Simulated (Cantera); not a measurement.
Feed: 1 mol BN, 89 mol HCl, 42 mol H2, held at 825 °C and 1.33 mbar.

Equilibrium computed with Cantera from the NASA thermochemical tables; the gas is ideal and each condensed phase is pure. Candidate condensed phases: B, BN, NH4Cl; 21 gas species. Gases not in the tables: BHCl2. Rates play no part.

Problem. What is the equilibrium state?

Solution. 
| Quantity | Value |
|---|---|
| x(HCl) | 0.678 |
| x(H2) | 0.321 |
| x(BCl3) | 0.000557 |
| x(N2) | 0.000279 |
| n(BN(s)) | 0.927 mol |
| gas amount | 131.0 mol |
| log10 activity of B(s) (absent) | -4.11 |
